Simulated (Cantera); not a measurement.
A perfectly stirred reactor is fed with 19.0 % H2, 22.1 % O2, 58.9 % N2, equivalence ratio 0.43, at 3230 Torr; it is adiabatic with a 698 K inlet, and is followed from long to short residence time, starting on the burning branch (τ in s: 0.03, 0.015, 0.0076, 0.0038, 0.0019, 0.00095, 0.00048, 0.00024, 0.00012, 6e-05, 3e-05, 1.5e-05).

Cantera simulation using the H2/O2 subset of GRI-Mech 3.0, which has no nitrogen chemistry; the numbers are that mechanism's predictions, not measurements. The hydrogen kinetics of GRI-Mech 3.0 are dated; newer H2 mechanisms differ, most at raised pressure.

### Question
Predict: blow-out, bracketed by the residence times tried; x(H2) at τ = 30.0 ms; x(O2) at τ = 30.0 ms; x(H2O2) at τ = 30.0 ms; x(O) at τ = 30.0 ms; x(H) at τ = 30.0 ms; x(H2) at τ = 0.480 ms; x(O2) at τ = 0.480 ms; x(H2O2) at τ = 0.480 ms; x(O) at τ = 0.480 ms; x(H) at τ = 0.480 ms.

### Answer
```json
{
  "blow_out_bracketed_by_the_residence_times_tried": "burning at 15.0 µs, the shortest tried",
  "x(H2) at τ = 30.0 ms": "0.000174",
  "x(O2) at τ = 30.0 ms": "0.138",
  "x(H2O2) at τ = 30.0 ms": "3.97e-7",
  "x(O) at τ = 30.0 ms": "0.000248",
  "x(H) at τ = 30.0 ms": "1.98e-5",
  "x(H2) at τ = 0.480 ms": "0.00115",
  "x(O2) at τ = 0.480 ms": "0.137",
  "x(H2O2) at τ = 0.480 ms": "7.19e-7",
  "x(O) at τ = 0.480 ms": "0.00120",
  "x(H) at τ = 0.480 ms": "0.000237"
}
```
